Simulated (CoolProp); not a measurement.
Aqueous ethanol as a coolant, at -5 °C, 1 atm.

Computed with CoolProp (Melinder's fits for secondary coolants).

```json
[
 {"mass %": "15.5", "freezing point (°C)": "-7.7", "conductivity (W/(m K))": "0.467", "viscosity (mPa s)": "5.77", "cp (kJ/(kg K))": "4.428", "density (kg/m³)": "___"},
 {"mass %": "21.6", "freezing point (°C)": "-12.4", "conductivity (W/(m K))": "0.435", "viscosity (mPa s)": "7.38", "cp (kJ/(kg K))": "4.350", "density (kg/m³)": "975.5"},
 {"mass %": "27.8", "freezing point (°C)": "-18.0", "conductivity (W/(m K))": "0.405", "viscosity (mPa s)": "8.64", "cp (kJ/(kg K))": "4.206", "density (kg/m³)": "969.7"},
 {"mass %": "34", "freezing point (°C)": "-24.0", "conductivity (W/(m K))": "0.376", "viscosity (mPa s)": "9.29", "cp (kJ/(kg K))": "4.028", "density (kg/m³)": "___"},
 {"mass %": "40.2", "freezing point (°C)": "-29.7", "conductivity (W/(m K))": "0.349", "viscosity (mPa s)": "9.31", "cp (kJ/(kg K))": "3.844", "density (kg/m³)": "952.4"},
 {"mass %": "46.3", "freezing point (°C)": "-34.8", "conductivity (W/(m K))": "0.325", "viscosity (mPa s)": "8.85", "cp (kJ/(kg K))": "3.674", "density (kg/m³)": "941.0"},
 {"mass %": "52.5", "freezing point (°C)": "-39.4", "conductivity (W/(m K))": "0.302", "viscosity (mPa s)": "___", "cp (kJ/(kg K))": "3.508", "density (kg/m³)": "927.9"},
 {"mass %": "58.7", "freezing point (°C)": "-43.9", "conductivity (W/(m K))": "0.280", "viscosity (mPa s)": "7.14", "cp (kJ/(kg K))": "___", "density (kg/m³)": "914.2"}
]
```

**Question.** Some entries are withheld; supply them.

**Answer.** 
- 15.5, density (kg/m³): 980.3
- 34, density (kg/m³): 962.1
- 52.5, viscosity (mPa s): 8.08
- 58.7, cp (kJ/(kg K)): 3.314
